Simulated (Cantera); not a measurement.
# Adiabatic ignition

An adiabatic, constant-pressure homogeneous reactor starts with CH4 : O2 : N2 = 1 : 1.43 : 5.37 (molar parts), at 1773 K and 1.40 bar.

Computed with Cantera and GRI-Mech 3.0 (53 species, 325 reactions).

```tsv
t (s)	T (K)	x CH4	x O2	x CO	x C2H4	x H2	x CH3
5.00e-6	1773	0.128	0.183	6.36e-8	5.97e-8	2.14e-5	8.53e-5
1.28e-5	1772	0.128	0.183	1.29e-6	1.51e-6	6.65e-5	0.000256
3.28e-5	1773	0.127	0.183	4.74e-5	4.39e-5	0.000334	0.000866
8.41e-5	1839	0.104	0.168	0.00639	0.00227	0.00968	0.00433
0.000215	2854	<1e-12	0.00476	0.0850	<1e-12	0.0590	<1e-12
0.000552	2876	<1e-12	0.00405	0.0852	<1e-12	0.0594	1.09e-12
0.00141	2871	<1e-12	0.00380	0.0855	<1e-12	0.0600	1.13e-12
0.00362	2870	<1e-12	0.00376	0.0855	<1e-12	0.0602	1.13e-12
0.00928	2870	<1e-12	0.00376	0.0855	<1e-12	0.0602	1.13e-12
0.0238	2870	<1e-12	0.00376	0.0855	<1e-12	0.0602	1.13e-12
0.0609	2870	<1e-12	0.00376	0.0855	<1e-12	0.0602	1.13e-12
0.156	2870	<1e-12	0.00376	0.0855	<1e-12	0.0602	1.13e-12
0.400	2870	<1e-12	0.00376	0.0855	<1e-12	0.0602	1.13e-12
```
x: mole fraction; the columns are a selection and need not sum to one.

- time of steepest temperature rise = 0.106 ms
- temperature at 0.400 s = 2870 K
- equilibrium temperature = 2870 K
- x(CH4) at 0.400 s = <1e-12 (gas-phase equilibrium <1e-12)
- x(O2) at 0.400 s = 0.00376 (gas-phase equilibrium 0.00376)
- x(CO) at 0.400 s = 0.0855 (gas-phase equilibrium 0.0855)
